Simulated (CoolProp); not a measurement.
Aqueous methanol as a coolant, at 24 °C, 1 atm.

The numbers come from the Melinder's fits for secondary coolants in CoolProp.

```tsv
mass %	freezing point (°C)	Prandtl number	conductivity (W/(m K))	density (kg/m³)	viscosity (mPa s)
4.4	-2.6	7.43	0.577	989.6	1.02
9.3	-6.0	8.83	0.548	981.6	1.15
14.3	-10.0	10.3	0.519	973.9	1.29
19.2	-14.3	11.8	0.492	966.5	1.40
24.2	-19.3	13.2	0.465	958.8	1.50
29.1	-24.6	14.4	0.440	951.0	1.58
34.1	-30.7	15.4	0.415	942.6	1.62
39	-37.3	16.1	0.392	934.0	1.64
44	-44.7	16.5	0.371	924.8	1.62
48.9	-52.6	16.5	0.351	915.3	1.59
53.9	-61.4	16.3	0.332	905.0	1.53
```
